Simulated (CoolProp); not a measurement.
A simple Rankine cycle with water: condensing at 293.15 K, boiler at 0.0468 MPa, turbine inlet 392.8 K, turbine efficiency 0.6, pump efficiency 0.6, no recuperator. Each further row changes one setting.

Values from CoolProp's reference Helmholtz-energy equation of state, Wagner 2002.

```
case                             thermal efficiency (%)  net work (kJ/kg)  heat in (kJ/kg)  turbine exit temperature (K)  volume ratio over the turbine
-------------------------------  ----------------------  ----------------  ---------------  ----------------------------  -----------------------------
as stated                                           9.8               258             2640                         293.1                     (withheld)
turbine inlet 412.8 K                               9.9               264             2680                         293.1                           14.0
condensing temperature 285.15 K                    11.0               294             2670                         285.1                           23.4
boiler pressure 0.0328 MPa                          8.7               229             2640                         293.1                     (withheld)
turbine efficiency 0.5                       (withheld)               215             2640                         293.1                           14.8
```

Task: Some entries are withheld; supply them.

Result: 
- as stated, volume ratio over the turbine: 14.5
- boiler pressure 0.0328 MPa, volume ratio over the turbine: 10.3
- turbine efficiency 0.5, thermal efficiency (%): 8.1

The expansion ends wet for: as stated; turbine inlet 412.8 K; condensing temperature 285.15 K; boiler pressure 0.0328 MPa; turbine efficiency 0.5.
